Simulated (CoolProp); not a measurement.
Model: reference Helmholtz-energy equation of state, Thol 2019, in CoolProp.

Question: For tetradecamethylhexasiloxane (MD4M), give the phase and the density (kg/m³), cp (kJ/(kg K)), cv (kJ/(kg K)), expansivity (1/kK) at -3.45 °C and 0.0599 MPa; 172.15 °C and 0.0368 MPa.

Answer: 
- -3.45 °C and 0.0599 MPa: liquid; density 914, cp 1.63, cv 1.36, expansivity 1.06
- 172.15 °C and 0.0368 MPa: liquid; density 740, cp 2.03, cv 1.78, expansivity 1.44
